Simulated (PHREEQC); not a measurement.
PHREEQC input (ion-association model, wateq4f.dat):

```
SOLUTION_MASTER_SPECIES
  Amm  AmmH+  0  AmmH  17.031  # ammonia with no redox link, constants of NH4+
SOLUTION_SPECIES
  PO4-3 + 3H+ = H3PO4  # constants of phreeqc.dat
    -log_k 21.721
    -delta_h -10.1 kJ
  AmmH+ = AmmH+
    -log_k 0
  AmmH+ = Amm + H+
    -log_k -9.252
    -delta_h 12.48 kcal
    -analytic 0.6322 -0.001225 -2835.76
    -gamma 2.5 0.0
  AmmH+ + SO4-2 = AmmHSO4-
    -log_k 1.11
    -gamma 5.0 0.0
PHASES
  Amm(g)
    Amm = Amm
    -log_k 1.770
    -delta_h -8.170 kcal
EXCHANGE_SPECIES
  AmmH+ + X- = AmmHX
    -log_k 0.6
SOLUTION 1
  temp 20
  units mol/kgw
  pH 7 charge
  F 0.04943
  Amm 0.00043
  P 0.1
SOLUTION 2
  temp 20
  units mol/kgw
  pH 7 charge
  P 0.0089
  Na 0.01791
  S(6) 0.00471
END
SELECTED_OUTPUT 1
  -reset false
  -pH true
  -pe true
  -ionic_strength true
  -water true
  -totals Amm F Na P S S(-2) S(6)
  -molalities H+ F- Na+ PO4-3 SO4-2 HPO4-2 H2PO4- NaHPO4- NaSO4- HSO4-
    H2S HS- S-2 O2 OH- HF HF2- H2F2 NaF AmmH+
    Amm AmmHSO4- H3PO4
  -equilibrium_phases Mirabilite
PRINT
  -reset false
MIX 1
  1 1
  2 0
EQUILIBRIUM_PHASES 1
  Mirabilite 0 0
  O2(g) -0.68 10
END
# ... the last block is repeated for the other 20 points of share of solution B
```

Selected output (columns that matter, 11 of 21 rows; share of solution B added in front):

```
share of solution B	pH	mu	Amm	F	Na	P	S	m_H+	m_Na+	m_SO4-2	m_H2PO4-	m_NaSO4-	m_HSO4-	m_OH-
0	1.6214	0.02766	0.00043	0.04943	0	0.1	0	0.02723	0	0	0.026076	0	0	3.3309e-13
0.1	1.6557	0.027545	0.000387	0.044487	0.001791	0.09089	0.000471	0.025159	0.001789	0.000211	0.025105	9.9044e-07	0.00025844	3.6043e-13
0.2	1.694	0.027386	0.000344	0.039544	0.003582	0.08178	0.000942	0.023026	0.0035758	0.00044138	0.024055	4.1471e-06	0.00049541	3.9366e-13
0.3	1.7376	0.027175	0.000301	0.034601	0.005373	0.07267	0.001413	0.02082	0.0053602	0.00069508	0.022912	9.808e-06	0.00070666	4.3508e-13
0.4	1.7881	0.026904	0.000258	0.029658	0.007164	0.06356	0.001884	0.018528	0.0071417	0.00097748	0.021658	1.8422e-05	0.00088634	4.8846e-13
0.5	1.848	0.02656	0.000215	0.024715	0.008955	0.05445	0.002355	0.016131	0.0089197	0.0012963	0.020267	3.0607e-05	0.0010262	5.604e-13
0.6	1.9219	0.026125	0.000172	0.019772	0.010746	0.04534	0.002826	0.013599	0.010693	0.0016629	0.018701	4.7259e-05	0.0011139	6.6369e-13
0.7	2.018	0.025573	0.000129	0.014829	0.012537	0.03623	0.003297	0.010889	0.012461	0.0020959	0.016905	6.9769e-05	0.0011294	8.271e-13
0.8	2.1553	0.024862	8.6e-05	0.009886	0.014328	0.02712	0.003768	0.0079275	0.014221	0.0026284	0.014782	0.00010052	0.0010375	1.1329e-12
0.9	2.3945	0.023904	4.3e-05	0.004943	0.016119	0.01801	0.004239	0.0045624	0.015969	0.0033306	0.012149	0.00014436	0.00076304	1.9606e-12
1	3.768	0.022339	0	0	0.01791	0.0089	0.00471	0.00019251	0.017693	0.0044493	0.0087166	0.00021705	4.3634e-05	4.6144e-11
```

Species that the database lacks are ignored. wateq4f.dat counts part of the HF as a dimer, H2F2, which phreeqc.dat doesn't know; its constant is uncertain. H3PO4, which wateq4f.dat lacks, is added to it with the constant of phreeqc.dat.
